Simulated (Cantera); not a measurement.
**Premixed flame**

A freely propagating, adiabatic, planar premixed flame of C₃H₈ : O₂ : N₂ = 1 : 4.55 : 17.1 (molar parts), equivalence ratio 1.1, unburnt at 575 K and 4.34 atm; mixture-averaged transport, grid criteria slope 0.08 and curve 0.16, no radiation.

Model: GRI-Mech 3.0 (53 species, 325 reactions), integrated in Cantera. GRI-Mech 3.0 was tuned for natural gas; its chemistry of propane as a main component is partial and can be far from experiment. Burning velocities carry a grid error of a few per cent, more on coarse grids.

| z (mm) | T (K) | u (m/s) | x C₃H₈ | x O₂ | x O | x NO₂ | x C₂H₄ | x C₂H₆ |
|---|---|---|---|---|---|---|---|---|
| -0.231 | 575 | 1.05 | 0.0441 | 0.201 | <1e-8 | <1e-8 | 6.11e-7 | 4.37e-8 |
| -0.154 | 577 | 1.05 | 0.0440 | 0.200 | <1e-8 | <1e-8 | 9.13e-6 | 7.40e-7 |
| -0.115 | 583 | 1.07 | 0.0439 | 0.199 | <1e-8 | 2.21e-8 | 5.32e-5 | 4.79e-6 |
| -0.0768 | 632 | 1.17 | 0.0432 | 0.193 | <1e-8 | 1.72e-7 | 0.000544 | 5.97e-5 |
| -0.0384 | 990 | 1.88 | 0.0328 | 0.155 | 1.42e-6 | 5.44e-7 | 0.00588 | 0.000876 |
| -0.0192 | 1410 | 2.77 | 0.0125 | 0.110 | 5.44e-5 | 2.45e-7 | 0.0109 | 0.00130 |
| 0 | 1828 | 3.67 | 0.000411 | 0.0603 | 0.000646 | 3.99e-8 | 0.00447 | 0.000179 |
| 0.0192 | 2032 | 4.08 | 3.90e-7 | 0.0314 | 0.00205 | 1.53e-8 | 0.000255 | 1.34e-6 |
| 0.0384 | 2106 | 4.21 | <1e-8 | 0.0197 | 0.00294 | 1.79e-8 | 5.15e-6 | <1e-8 |
| 0.0768 | 2182 | 4.33 | <1e-8 | 0.0127 | 0.00279 | 2.04e-8 | <1e-8 | <1e-8 |
| 0.154 | 2266 | 4.47 | <1e-8 | 0.00883 | 0.00194 | 2.23e-8 | <1e-8 | <1e-8 |
| 0.307 | 2343 | 4.60 | <1e-8 | 0.00587 | 0.00112 | 2.51e-8 | <1e-8 | <1e-8 |
| 0.615 | 2401 | 4.70 | <1e-8 | 0.00355 | 0.000590 | 2.72e-8 | <1e-8 | <1e-8 |
x: mole fraction of selected species; z is measured from the peak of heat release.

The laminar burning velocity is 105 cm/s. The thermal thickness is 0.0768 mm. The peak x(O) comes out as 0.00303 and the peak x(C₂H₄) is 0.0109. The peak x(C₂H₆) comes out as 0.00138 and the grid points is 155.
